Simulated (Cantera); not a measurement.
A freely propagating, adiabatic, planar premixed flame of H2 : O2 : N2 = 1 : 0.185 : 0.611 (molar parts), unburnt at 500 K and 0.380 bar; mixture-averaged transport, grid criteria slope 0.08 and curve 0.16, no radiation.

Computed with Cantera and the H2/O2 subset of GRI-Mech 3.0, which has no nitrogen chemistry. Burning velocities carry a grid error of a few per cent, more on coarse grids.

Q: What does this change do: inlet temperature 500 to 675 K?

A: 
```json
[
 {"quantity": "laminar burning velocity", "before": "586 cm/s", "after": "1000 cm/s"},
 {"quantity": "thermal thickness", "before": "1.55 mm", "after": "1.73 mm"},
 {"quantity": "peak x(H2O2)", "before": "6.65e-6", "after": "8.05e-7"},
 {"quantity": "peak x(HO2)", "before": "0.000145", "after": "7.84e-5"},
 {"quantity": "peak x(H)", "before": "0.0967", "after": "0.115"}
]
```

Q: What does this change do: H2 1 to 1.3 parts?

A: 
```tsv
quantity	before	after
laminar burning velocity	586 cm/s	495 cm/s
thermal thickness	1.55 mm	1.68 mm
peak x(H2O2)	6.65e-6	5.70e-6
peak x(HO2)	0.000145	0.000126
peak x(H)	0.0967	0.0748
```
